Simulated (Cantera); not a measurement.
Input (Python, Cantera) and output of one run.

```python
import numpy as np
import cantera as ct

gas_names = """
    CL CL2 Fe FeCL FeCL2 FeCL3 Fe2CL4 Fe2CL6 H HCL H2 N NH NH2 NH3 N2 N2H2 N2H4
""".split()
cond_names = """
    Fe(a) Fe(c) Fe(d) Fe(L) FeCL2(s) FeCL2(L) FeCL3(s) FeCL3(L) NH4CL(a) NH4CL(b)
""".split()


# ... load() reads the species with a 1 bar reference pressure and builds the phases ...
atoms = {
    'FeCl3': {'Fe': 1, 'CL': 3},
    'HCl': {'H': 1, 'CL': 1},
    'N2': {'N': 2},
}
top_T = {}  # K; cautious upper limits of use, not melting points


# ... equilibrate(T, P, feed) seeds the gas with the atoms and calls Mixture.equilibrate('TP', solver="vcs", rtol=1e-11, max_steps=5000) ...
results = []
feed = {'FeCl3': 1, 'HCl': 2.1, 'N2': 2.4}  # mol
P = 0.46  # Pa
for T in [750, 900, 1050, 1200, 1350, 1500, 1650]:
    mix = equilibrate(T, P, feed)
    results.append((T, P, feed, dict(zip(mix.species_names, mix.species_moles))))

top = {s: max(r[3][s] / sum(r[3][g] for g in gas_names) for r in results) for s in gas_names}
cols = sorted((s for s in top if top[s] > 0.001), key=lambda s: -top[s])[:8]
seen = [c for c in cond_names if any(r[3].get(c, 0) > 1e-12 for r in results)]
print("log10 of partial pressures in bar; condensed amounts in mol")
print(f"{'T/K':>10s}" + "".join(f"{s[:9]:>10s}" for s in cols + seen))
for T, P, feed, n in results:
    ng = sum(n[g] for g in gas_names)
    print(f"{T:10.4g}" + "".join(f"{np.log10(max(n[s] / ng * P / 1e5, 1e-99)):10.3f}" for s in cols)
          + "".join(f"{n.get(c, 0):10.4g}" for c in seen))
```

Output:

```
log10 of partial pressures in bar; condensed amounts in mol
       T/K        N2       HCL        CL     FeCL2     FeCL3       CL2        H2        Fe
       750    -5.703    -5.761    -9.177    -6.918    -6.152    -7.221   -18.105   -32.987
       900    -5.723    -5.781    -7.450    -6.305    -6.534    -6.638   -16.547   -26.497
      1050    -5.749    -5.807    -6.473    -6.156    -7.354    -6.743   -14.930   -21.631
      1200    -5.768    -5.826    -6.175    -6.150    -8.512    -7.699   -12.835   -17.212
      1350    -5.770    -5.828    -6.152    -6.150    -9.627    -8.864   -10.756   -13.361
      1500    -5.770    -5.829    -6.149    -6.150   -10.537    -9.831    -9.056   -10.248
      1650    -5.776    -5.848    -6.110    -6.166   -11.262   -10.551    -7.770    -7.789
```

Equilibrium computed with Cantera from the NASA thermochemical tables; the gas is ideal and each condensed phase is pure.
